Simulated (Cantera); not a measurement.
A freely propagating, adiabatic, planar premixed flame of 32.0 % H₂, 18.4 % O₂, 49.6 % N₂, equivalence ratio 0.87, unburnt at 625 K and 9.87 atm; multicomponent transport, grid criteria slope 0.08 and curve 0.16, no radiation.

Cantera simulation using the H2/O2 subset of GRI-Mech 3.0, which has no nitrogen chemistry; the numbers are that mechanism's predictions, not measurements. The hydrogen kinetics of GRI-Mech 3.0 are dated; newer H2 mechanisms differ, most at raised pressure. Burning velocities carry a grid error of a few per cent, more on coarse grids.

Task: Predict: laminar burning velocity; thermal thickness; peak x(O); peak x(OH); peak x(H₂O₂).

Result: 
| Property | Value |
|---|---|
| laminar burning velocity | 816 cm/s |
| thermal thickness | 0.0223 mm |
| peak x(O) | 0.0113 |
| peak x(OH) | 0.0271 |
| peak x(H₂O₂) | 0.000145 |
